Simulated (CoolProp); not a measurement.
Properties of R227EA along the isobar 20.8 bar (Tc = 101.8 °C, pc = 29.25 bar, ω = 0.358).

Model: reference Helmholtz-energy equation of state, Lemmon 2016, in CoolProp.

```csv
T (°C),phase,cp (kJ/(kg K)),speed of sound (m/s)
-116.25,liquid,0.9309,1021
-105.95,liquid,0.9434,978.3
-95.65,liquid,0.9563,935.2
-85.35,liquid,0.9695,891.7
-75.05,liquid,0.9830,847.8
-64.65,liquid,0.9971,803.4
-54.35,liquid,1.012,759.5
-44.05,liquid,1.027,715.8
-33.75,liquid,1.043,672.6
-23.35,liquid,1.061,629.6
-13.05,liquid,1.080,587.6
-2.75,liquid,1.100,546.2
7.55,liquid,1.123,505.3
17.85,liquid,1.148,464.7
```
